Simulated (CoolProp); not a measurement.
Benzene along the isobar 104 bar: density (kg/m³) from the reference equation and from simpler models built on Tc = 562.0 K, pc = 49.06 bar, ω = 0.211; each cubic takes its own stable root.

The numbers come from the reference Helmholtz-energy equation of state, Thol 2012 in CoolProp.

| T (K) | phase | reference | Redlich-Kwong | Soave-Redlich-Kwong |
|---|---|---|---|---|
| 333.7 | liquid | (withheld) | 764.6 | 778.7 |
| 341.3 | liquid | 837.9 | 757.8 | 772.3 |
| 349 | liquid | (withheld) | 750.7 | (withheld) |
| 356.6 | liquid | (withheld) | 743.6 | 759.0 |
| 364.2 | liquid | (withheld) | 736.4 | 752.1 |
| 371.8 | liquid | 806.1 | 729.0 | 745.1 |
| 379.4 | liquid | 798.0 | 721.5 | 737.9 |
| 387 | liquid | 789.8 | 713.8 | 730.4 |
| 394.6 | liquid | 781.6 | (withheld) | 722.8 |
| 402.2 | liquid | 773.3 | 697.9 | (withheld) |
| 409.8 | liquid | 764.9 | 689.8 | 706.9 |
| 417.4 | liquid | 756.4 | 681.5 | 698.7 |
| 425 | liquid | 747.7 | 673.0 | 690.2 |

**Question.** What belongs in the gaps?

**Answer.** 
- 333.7, reference: 845.7
- 349, reference: 829.9
- 349, Soave-Redlich-Kwong: 765.7
- 356.6, reference: 822.0
- 364.2, reference: 814.1
- 394.6, Redlich-Kwong: 705.9
- 402.2, Soave-Redlich-Kwong: 715.0
